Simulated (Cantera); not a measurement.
Charge: 1 mol Cr2O3, 640 mol H2, 20 mol N2, at 0.100 bar.

Equilibrium computed with Cantera from the NASA thermochemical tables; the gas is ideal and each condensed phase is pure. Candidate condensed phases: Cr, CrN, Cr2N, Cr2O3, H2O; 29 gas species. Mutual solubility and eutectic melting of coexisting phases are not modelled. Equilibrium is a limit: real reactors are often held back by kinetics, nucleation or transport. All values below are at 1200 K.

Base state: H2 0.970, N2 0.0303, H2O 0.000136 (mole fractions); condensed: Cr2N(s) + Cr2O3(s).

What changes in the equilibrium state with this change: pressure from 0.100 bar to 3.90 bar?


| species | before | after |
|---|---|---|
| H2 | 0.970 | 0.969 |
| N2 | 0.0303 | 0.0302 |
| H2O | 0.000136 | 0.000265 |
| NH3 | 3.18e-6 | 0.000124 |
| Cr2N(s), mol | 0.0298 | 0 |
| Cr2O3(s), mol | 0.970 | 0.942 |
| CrN(s), mol | 0 | 0.116 |
